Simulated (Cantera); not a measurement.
**Gas-phase reforming**

A perfectly stirred reactor is fed with CH₄ : CO₂ = 1 : 0.41 (molar parts), at 950000 Pa; it is held at 2223 K, and followed from long to short residence time.

Model: GRI-Mech 3.0 (53 species, 325 reactions), integrated in Cantera. GRI-Mech 3.0 stops at C3 and has no aromatics, soot or wall deposition, so with more carbon than oxygen in the feed, carbon stays in small species such as C2H2 where larger ones or solid carbon would form.

| τ (s) | x CH₄ | x CO₂ | x O | x H₂ | x H |
|---|---|---|---|---|---|
| 1.0 | 0.00653 | 1.76e-5 | 5.85e-11 | 0.597 | 0.00162 |
| 0.27 | 0.00680 | 6.23e-5 | 1.93e-10 | 0.596 | 0.00162 |
| 0.071 | 0.00772 | 0.000230 | 6.95e-10 | 0.594 | 0.00161 |
| 0.018 | 0.0105 | 0.000854 | 2.50e-9 | 0.587 | 0.00160 |
| 0.0048 | 0.0168 | 0.00274 | 7.43e-9 | 0.568 | 0.00157 |
| 0.0013 | 0.0286 | 0.00757 | 1.68e-8 | 0.532 | 0.00151 |
| 0.00033 | 0.0516 | 0.0204 | 2.86e-8 | 0.478 | 0.00140 |
x: mole fraction; the columns are a selection and need not sum to one.
